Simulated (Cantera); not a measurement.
Input: 1 mol HI, 0.93 mol H2O, 9.9 mol O2, equilibrated at 1248 K and 0.100 bar.

Equilibrium computed with Cantera from the NASA thermochemical tables; the gas is ideal and each condensed phase is pure. Candidate condensed phases: H2O, I2; 12 gas species. Kinetics and transport are ignored.

Base state: O2 0.802, H2O 0.119, I 0.0742, I2 0.00447, HI 3.61e-5, OH 1.52e-5 (mole fractions); condensed: gas only.

Task: What changes in the equilibrium state with this change: temperature from 1248 K to 750 K?

Result: 
```
species   before    after
-------  -------  -------
O2         0.802    0.833
H2O        0.119    0.123
I2       0.00447   0.0423
I         0.0742  0.00167
OH       1.52e-5    <1e-9
HI       3.61e-5  6.24e-8
```

Task: What changes in the equilibrium state with this change: temperature from 1248 K to 800 K?

Result: 
| species | before | after |
|---|---|---|
| O2 | 0.802 | 0.832 |
| H2O | 0.119 | 0.123 |
| I2 | 0.00447 | 0.0413 |
| I | 0.0742 | 0.00355 |
| OH | 1.52e-5 | 2.43e-9 |
| HI | 3.61e-5 | 1.99e-7 |
